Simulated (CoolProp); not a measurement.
Computed with CoolProp (reference Helmholtz-energy equation of state, Gao 2020).

Problem. For ammonia, give the phase and the Z, viscosity (µPa s) at 359.2 K and 33700 kPa; 397.8 K and 33700 kPa.

Solution. 
- 359.2 K and 33700 kPa: liquid; Z 0.352, viscosity 94.0
- 397.8 K and 33700 kPa: liquid; Z 0.359, viscosity 70.0

Viscosity comes from a separate model (Fenghour 1995).
